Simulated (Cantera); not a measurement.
Input (Python, Cantera) and output of one run.

```python
import numpy as np
import cantera as ct

gas_names = """
    CL CL2 H HCL H2 Si SiCL SiCL2 SiCL3 SiCL4 SiH SiHCL3 SiH2 SiH2CL2 SiH3 SiH3CL SiH4 Si2 Si3
""".split()
cond_names = """
    Si(cr) Si(L)
""".split()


# ... load() reads the species with a 1 bar reference pressure and builds the phases ...
atoms = {
    'Si2Cl6': {'Si': 2, 'CL': 6},
    'H2': {'H': 2},
    'HCl': {'H': 1, 'CL': 1},
}
top_T = {}  # K; cautious upper limits of use, not melting points


# ... equilibrate(T, P, feed) seeds the gas with the atoms and calls Mixture.equilibrate('TP', solver="vcs", rtol=1e-11, max_steps=5000) ...
results = []
T = 1300  # K
P = 1000  # Pa
for m in [35, 53, 71, 89, 110, 130, 140, 160, 180]:
    feed = {'Si2Cl6': 1, 'H2': m, 'HCl': 0.042}  # mol
    mix = equilibrate(T, P, feed)
    results.append((T, P, feed, dict(zip(mix.species_names, mix.species_moles))))

top = {s: max(r[3][s] / sum(r[3][g] for g in gas_names) for r in results) for s in gas_names}
cols = sorted((s for s in top if top[s] > 0.0001), key=lambda s: -top[s])[:7]
seen = [c for c in cond_names if any(r[3].get(c, 0) > 1e-12 for r in results)]
print("log10 of partial pressures in bar; condensed amounts in mol")
print(f"{'n(H2)':>10s}" + "".join(f"{s[:9]:>10s}" for s in cols + seen))
for T, P, feed, n in results:
    ng = sum(n[g] for g in gas_names)
    print(f"{feed['H2']:10.4g}" + "".join(f"{np.log10(max(n[s] / ng * P / 1e5, 1e-99)):10.3f}" for s in cols)
          + "".join(f"{n.get(c, 0):10.4g}" for c in seen))
```

Output:

```
log10 of partial pressures in bar; condensed amounts in mol
     n(H2)        H2       HCL     SiCL2     SiCL3     SiCL4    SiHCL3    Si(cr)
        35    -2.056    -3.040    -3.597    -4.563    -4.756    -5.114    0.8408
        53    -2.040    -3.148    -3.829    -4.912    -5.221    -5.455     1.048
        71    -2.031    -3.233    -4.009    -5.182    -5.581    -5.720     1.192
        89    -2.026    -3.304    -4.157    -5.403    -5.876    -5.939     1.298
       110    -2.021    -3.374    -4.301    -5.620    -6.165    -6.153     1.391
       130    -2.018    -3.432    -4.419    -5.797    -6.401    -6.329     1.459
       140    -2.017    -3.458    -4.473    -5.877    -6.507    -6.408     1.488
       160    -2.015    -3.506    -4.570    -6.023    -6.703    -6.553     1.537
       180    -2.013    -3.549    -4.658    -6.154    -6.878    -6.684     1.577
```

Method: chemical equilibrium by Gibbs-energy minimisation in Cantera with the NASA 1993 tables (ideal gas, pure condensed phases). The feed counts by its element totals alone. The tables' values for SiCl3 are old estimates; treat these amounts as uncertain.
